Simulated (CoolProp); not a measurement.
R152A at 434.1 K and 3.06 MPa is throttled through a valve to 2.11 MPa with no heat exchange. Each further row changes one setting.

The numbers come from the reference Helmholtz-energy equation of state, Outcalt 1996 in CoolProp. It is a modified Benedict-Webb-Rubin equation, recast in Helmholtz form.

| case | temperature change (K) | final density (kg/m³) |
|---|---|---|
| as stated | ___ | ___ |
| outlet pressure 0.633 MPa | ___ | ___ |
| outlet pressure 2.74 MPa | ___ | ___ |

Problem. Complete the blanks.

Solution. 
- as stated, temperature change (K): -8.5
- as stated, final density (kg/m³): 45.3
- outlet pressure 0.633 MPa, temperature change (K): -22.4
- outlet pressure 0.633 MPa, final density (kg/m³): 12.8
- outlet pressure 2.74 MPa, temperature change (K): -2.8
- outlet pressure 2.74 MPa, final density (kg/m³): 60.3
